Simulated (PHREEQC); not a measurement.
1 kg of water meets 20 L of dry gas (N2 0.22, O2 0.78 by moles) at fixed total pressure, at 25 °C; fugacities by Peng-Robinson. The gases take part in no redox reaction, some water evaporates into the gas, and hydrates or a liquid gas phase aren't modelled. Nothing may precipitate in this run.

Computed with PHREEQC (ion-association model, phreeqc.dat).

Predict dissolved N2 (mol/kgw), dissolved O2 (mol/kgw) at P (atm) = 2, 5, 400.


```json
[
 {"P (atm)": "2", "dissolved N2 (mol/kgw)": "0.000289", "dissolved O2 (mol/kgw)": "0.00196"},
 {"P (atm)": "5", "dissolved N2 (mol/kgw)": "0.000725", "dissolved O2 (mol/kgw)": "0.00492"},
 {"P (atm)": "400", "dissolved N2 (mol/kgw)": "0.0383", "dissolved O2 (mol/kgw)": "0.209"}
]
```
